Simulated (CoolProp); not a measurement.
Values from CoolProp's reference Helmholtz-energy equation of state, Colonna 2008. It is a short technical equation, of lower accuracy than the large ones.

Problem. For dodecamethylcyclohexasiloxane (D6), give the phase and the density (kg/m³), Joule-Thomson coefficient (K/MPa), isothermal compressibility (1/MPa), fugacity coefficient at 450 K and 3300 kPa; 527.3 K and 3300 kPa.

Solution. 
- 450 K and 3300 kPa: liquid; density 813, Joule-Thomson coefficient -0.253, isothermal compressibility 0.00624, fugacity coefficient 0.00796
- 527.3 K and 3300 kPa: liquid; density 723, Joule-Thomson coefficient -0.0695, isothermal compressibility 0.0118, fugacity coefficient 0.0531
